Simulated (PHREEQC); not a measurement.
Make-up at 20 °C: 0.0058 mol K2CO3 per kg of water. Closed to the air; pH follows from the charge balance.

All values are PHREEQC results (ion-association model, wateq4f.dat), not measurements.

```tsv
quantity	before	after
pH	11.01	10.68
ionic strength (mol/kgw)	0.0166	0.00314
```

Task: Which change was made?
A) 8.7e-05 mol/kgw NaHCO3 added
B) K2CO3 from 0.0058 to 0.029 mol/kgw
C) K2CO3 from 0.0058 to 0.00116 mol/kgw
D) K2CO3 from 0.0058 to 0.0116 mol/kgw
E) K2CO3 replaced by KBr at the same molality

Result: C, K2CO3 from 0.0058 to 0.00116 mol/kgw

No solid was allowed to form.
